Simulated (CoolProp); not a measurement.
Model: reference Helmholtz-energy equation of state, Lemmon 2006, in CoolProp. It is a short technical equation, of lower accuracy than the large ones.

### Question
Give the vapour pressure (MPa), liquid density (kg/m³), vapour density (kg/m³), liquid cp (kJ/(kg K)) of saturated C2F6 (R116) at -61.55 °C.

### Answer
```
T (°C)  p (MPa)  liquid density (kg/m³)  vapour density (kg/m³)  liquid cp (kJ/(kg K))
------  -------  ----------------------  ----------------------  ---------------------
-61.55    0.228                    1530                    19.4                  0.987
```
